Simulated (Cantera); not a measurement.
An isothermal plug-flow reactor at 700 K and 180000 Pa (inlet), inlet velocity 0.44 m/s, active area per volume 530 1/m; feed H2 : O2 : N2 = 0.025 : 0.065 : 0.79 (molar parts).

Computed with Cantera and Deutschmann's 1995 Pt surface mechanism with GRI-Mech 3.0 gas chemistry. Catalytic surfaces can have several steady states; this one follows from the mechanism file's or the stated starting coverage. Mass transfer to the wall is taken as infinitely fast.

| quantity | before | after |
|---|---|---|
| x(H2) at z = 0.0069 m | 5.90e-5 | 2.78e-5 |
| x(O2) at z = 0.0069 m | 0.0605 | 0.0381 |
| x(H2O) at z = 0.0069 m | 0.0288 | 0.0181 |
| θ(free Pt) at the exit | 0.00813 | 0.00969 |
| θ(O*) at the exit | 0.988 | 0.987 |
| θ(OH*) at the exit | 0.00398 | 0.00345 |

Task: What was changed between the two runs?
A) temperature 700 to 650 K
B) temperature 700 to 775 K
C) temperature 700 to 625 K
D) N2 0.79 to 1.3 parts

Result: D, N2 0.79 to 1.3 parts
